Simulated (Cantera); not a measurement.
A freely propagating, adiabatic, planar premixed flame of CO : H2 : CH4 : O2 : N2 : CO2 = 1 : 0.21 : 0.41 : 1.7 : 6.38 : 0.36 (molar parts), equivalence ratio 0.84, unburnt at 500 K and 940000 Pa; mixture-averaged transport, grid criteria slope 0.08 and curve 0.16, no radiation.

Computed with Cantera and GRI-Mech 3.0 (53 species, 325 reactions). Burning velocities carry a grid error of a few per cent, more on coarse grids.

x: mole fraction of selected species; z is measured from the peak of heat release.

| z (mm) | T (K) | u (m/s) | x CO | x H2 | x CH4 | x CH2 | x C2H2 | x O2 |
|---|---|---|---|---|---|---|---|---|
| -0.222 | 500 | 0.400 | 0.0995 | 0.0201 | 0.0408 | <1e-8 | <1e-8 | 0.169 |
| -0.148 | 504 | 0.403 | 0.0995 | 0.0188 | 0.0407 | <1e-8 | <1e-8 | 0.169 |
| -0.111 | 516 | 0.412 | 0.0995 | 0.0173 | 0.0403 | <1e-8 | ? | 0.169 |
| -0.0741 | 578 | 0.461 | 0.0985 | 0.0145 | 0.0384 | <1e-8 | ? | 0.165 |
| -0.0370 | 912 | 0.726 | 0.0916 | 0.0102 | 0.0275 | <1e-8 | ? | 0.142 |
| -0.0185 | 1287 | 1.02 | 0.0824 | 0.00776 | 0.0150 | 3.34e-7 | ? | 0.112 |
| 0 | 1689 | 1.32 | 0.0662 | 0.00512 | 0.00286 | 6.25e-6 | ? | 0.0745 |
| 0.0185 | 1903 | 1.47 | 0.0438 | 0.00287 | 9.59e-5 | 1.13e-6 | ? | 0.0528 |
| 0.0370 | 2010 | 1.54 | 0.0291 | 0.00215 | 1.84e-6 | 3.66e-8 | <1e-8 | 0.0442 |
| 0.0741 | 2115 | 1.61 | 0.0167 | 0.00151 | <1e-8 | <1e-8 | <1e-8 | 0.0377 |
| 0.148 | 2190 | 1.66 | 0.00874 | 0.000834 | <1e-8 | <1e-8 | <1e-8 | 0.0336 |
| 0.296 | 2228 | 1.68 | 0.00449 | 0.000446 | <1e-8 | <1e-8 | <1e-8 | 0.0316 |
| 0.593 | 2242 | 1.69 | 0.00298 | 0.000316 | <1e-8 | <1e-8 | <1e-8 | 0.0309 |

Task: What belongs in the gaps?

Result: 
- -0.111, x C2H2: 1.53e-8
- -0.0741, x C2H2: 1.09e-7
- -0.0370, x C2H2: 9.77e-7
- -0.0185, x C2H2: 2.45e-6
- 0, x C2H2: 4.10e-6
- 0.0185, x C2H2: 3.05e-7
